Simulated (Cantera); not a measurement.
A closed system holds: 1 mol SiH2Cl2, 0.048 mol Cl2, 37 mol N2, at 1748.15 K and 12.0 mbar.

These are equilibrium values from Cantera (NASA tables, ideal gas, pure condensed phases), not measurements of a reactor. Candidate condensed phases: NH4Cl, Si, Si3N4; 28 gas species. The tables' values for SiCl3, SiCl are old estimates; treat these amounts as uncertain. Equilibrium is a limit: real reactors are often held back by kinetics, nucleation or transport.

Base state: N2 0.947, SiCl2 0.0192, H2 0.0181, HCl 0.0149, H 0.000281, Cl 0.000178, SiCl3 0.000148, SiCl 8.24e-5 (mole fractions); condensed: Si3N4(s).

### Question
What changes in the equilibrium state with this change: temperature from 1748.15 K to 1498 K?

### Answer
```csv
species,before,after
N2,0.947,0.948
HCl,0.0149,0.0327
H2,0.0181,0.00955
SiCl2,0.0192,0.00903
Si,5.73e-5,2.11e-8
SiCl,8.24e-5,5.73e-7
SiCl4,2.04e-6,0.000246
H,0.000281,1.53e-5
"Si3N4(s), mol",0.0811,0.203
```
N2 is the only nitrogen source here; it is nearly inert below about 1500 K, so the nitride shown seldom forms there in practice. The tables' values for SiCl3 are old estimates; treat these amounts as uncertain.
